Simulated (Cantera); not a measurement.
Input: 1 mol SiHCl₃, 0.96 mol HCl, 10 mol H₂, equilibrated at 1523.15 K and 4.95 Torr.

Method: chemical equilibrium by Gibbs-energy minimisation in Cantera with the NASA 1993 tables (ideal gas, pure condensed phases). Candidate condensed phases: Si; 19 gas species. The tables' values for SiCl₃, SiCl are old estimates; treat these amounts as uncertain. Equilibrium is a limit: real reactors are often held back by kinetics, nucleation or transport.

Base state: H₂ 0.774, HCl 0.149, SiCl₂ 0.0747, SiCl₃ 0.00221, H 0.000251, SiCl₄ 0.000195, SiHCl₃ 0.000114, Cl 3.87e-5 (mole fractions); condensed: gas only.

Q: What changes in the equilibrium state with this change: pressure from 4.95 Torr to 390 Torr?

A: 
```json
[
 {"species": "H₂", "before": "0.774", "after": "0.799"},
 {"species": "HCl", "before": "0.149", "after": "0.123"},
 {"species": "SiCl₂", "before": "0.0747", "after": "0.0539"},
 {"species": "SiCl₃", "before": "0.00221", "after": "0.0115"},
 {"species": "SiH₃Cl", "before": "2.97e-7", "after": "2.17e-5"},
 {"species": "SiH₂Cl₂", "before": "1.07e-5", "after": "0.000627"},
 {"species": "SiHCl₃", "before": "0.000114", "after": "0.00533"},
 {"species": "SiCl₄", "before": "0.000195", "after": "0.00730"},
 {"species": "Cl", "before": "3.87e-5", "after": "3.54e-6"}
]
```
The tables' values for SiCl₃ are old estimates; treat these amounts as uncertain.

Q: What changes in the equilibrium state with this change: temperature from 1523.15 K to 1398 K?

A: 
| species | before | after |
|---|---|---|
| H₂ | 0.774 | 0.779 |
| HCl | 0.149 | 0.144 |
| SiCl₂ | 0.0747 | 0.0708 |
| SiCl₄ | 0.000195 | 0.00135 |
| SiCl | 1.81e-5 | 2.62e-6 |
The tables' values for SiCl₃ are old estimates; treat these amounts as uncertain.
